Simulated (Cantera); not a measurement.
Input: 1 mol AlN, 0.062 mol C, 0.81 mol N2, 0.0059 mol CO2, held at 1330 Pa.

Cantera equilibrium calculation (NASA polynomials, part measured and part estimated; ideal gas, pure solids and liquids). Candidate condensed phases: Al, AlN, Al2O3, C; 32 gas species. Rates play no part.

**Question.** Which condensed phases are stable at each of these points (T (K)): 1625, 1775, 1925, 2075, 2225, 2375, 2525, 2675?

**Answer.** 
```csv
T (K),condensed phases,Al condensed (%)
1625,AlN(s) + C(graphite),100.0
1775,AlN(s) + C(graphite),100.0
1925,AlN(s) + C(graphite),99.7
2075,AlN(s) + C(graphite),95.1
2225,C(graphite),0.0
2375,C(graphite),0.0
2525,C(graphite),0.0
2675,C(graphite),0.0
```

From 1625 K to 2075 K the condensed part is AlN(s) + C(graphite). From 2225 K to 2675 K the condensed part is C(graphite).
